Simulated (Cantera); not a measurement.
A Cantera script and what it prints.

```python
import numpy as np
import cantera as ct

gas_names = """
    NO O3
""".split()
cond_names = """
    V2O3(s) V2O3(L) VN(s)
""".split()


# ... load() reads the species with a 1 bar reference pressure and builds the phases ...
species = {s.name: s for s in load("nasa_gas.yaml", gas_names) + load("nasa_condensed.yaml", cond_names)}
# Each term lists the table entries of one substance; the one whose range holds T is used.
reactions = {
    '3 V2O3 + 6 NO(g) = 6 VN + 5 O3(g)':
        [(-3, ['V2O3(s)', 'V2O3(L)']), (-6, ['NO']), (6, ['VN(s)']), (5, ['O3'])],
}


def pick(names, T):
    return next(species[n] for n in names if species[n].thermo.min_temp <= T <= species[n].thermo.max_temp)


results = []
for label, terms in reactions.items():
    print(label)
    print("     T/K   dH/kJ  dS/(J/K)   dG/kJ   log10 K")
    for T in [575, 625, 675, 725, 775, 825, 875]:
        used = [(nu, pick(names, T)) for nu, names in terms]
        dH = sum(nu * s.thermo.h(T) for nu, s in used) / 1e6
        dS = sum(nu * s.thermo.s(T) for nu, s in used) / 1e3
        dG = dH - T * dS / 1e3
        logK = -dG * 1e6 / (ct.gas_constant * T * np.log(10))
        results.append((label, T, dH, dS, dG, logK, [s.name for _, s in used]))
        print(f"{T:8g} {dH:8.1f} {dS:8.1f} {dG:8.1f} {logK:8.2f}")
```

Output:

```
3 V2O3 + 6 NO(g) = 6 VN + 5 O3(g)
     T/K   dH/kJ  dS/(J/K)   dG/kJ   log10 K
     575   2501.3   -173.7   2601.2  -236.30
     625   2499.9   -176.1   2610.0  -218.13
     675   2498.7   -178.0   2618.8  -202.65
     725   2497.6   -179.5   2627.8  -189.32
     775   2496.7   -180.8   2636.8  -177.71
     825   2495.8   -181.9   2645.8  -167.52
     875   2494.9   -182.9   2655.0  -158.49
```

Standard-state values (1 bar) from the NASA 1993 polynomials, evaluated with Cantera. VN: taken at fixed stoichiometry. Condensed species are held in their standard states even where they would react or evaporate.
